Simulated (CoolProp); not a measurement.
The numbers come from the reference Helmholtz-energy equation of state, Thol 2016 in CoolProp.

**Question.** Give the vapour pressure (kPa), liquid cp (kJ/(kg K)), vapour Z, surface tension (mN/m) of saturated R1234ze(E) at 8.25, 47.65 °C.

**Answer.** 
```tsv
T (°C)	p (kPa)	liquid cp (kJ/(kg K))	vapour Z	surface tension (mN/m)
8.25	290	1.34	0.912	11.3
47.65	939	1.48	0.799	5.96
```

Surface tension comes from a separate correlation (Mulero 2014).
